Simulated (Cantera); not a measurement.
An isothermal, constant-pressure homogeneous reactor starts with NH3 : H2 = 1 : 4.2 (molar parts), at 1600 K and 15.8 Torr. Integrator tolerance rtol = 1e-08.

Model: the gas-phase N/H chemistry of the illustrative SiF4/NH3 mechanism in the Surface Chemkin manual (1991), integrated in Cantera. Walls and surfaces, which speed up NH3 decomposition in real reactors, are not modelled.

| quantity | before | after |
|---|---|---|
| x(NH3) at 4.00 s | 0.188 (gas-phase equilibrium 2.42e-7) | 0.168 (gas-phase equilibrium 1.78e-7) |
| x(H2) at 4.00 s | 0.810 (gas-phase equilibrium 0.919) | 0.821 (gas-phase equilibrium 0.918) |
| x(NH) at 4.00 s | 4.55e-7 (gas-phase equilibrium 6.65e-12) | 1.61e-6 (gas-phase equilibrium 4.65e-11) |
| x(N2) at 4.00 s | 0.00159 (gas-phase equilibrium 0.0806) | 0.0101 (gas-phase equilibrium 0.0806) |
| x(N) at 4.00 s | 2.61e-8 (gas-phase equilibrium 1.31e-12) | 1.15e-7 (gas-phase equilibrium 1.77e-11) |
| x(N2H2) at 4.00 s | 1.53e-7 (gas-phase equilibrium <1e-12) | 3.03e-7 (gas-phase equilibrium <1e-12) |
| x(H) at 4.00 s | 9.52e-5 (gas-phase equilibrium 0.000362) | 0.000214 (gas-phase equilibrium 0.00124) |

**Question.** Which change was made?
(A) temperature 1600 to 2050 K
(B) temperature 1600 to 2350 K
(C) pressure from 15.8 Torr to 97.5 Torr
(D) temperature 1600 to 1725 K

**Answer.** D, temperature 1600 to 1725 K
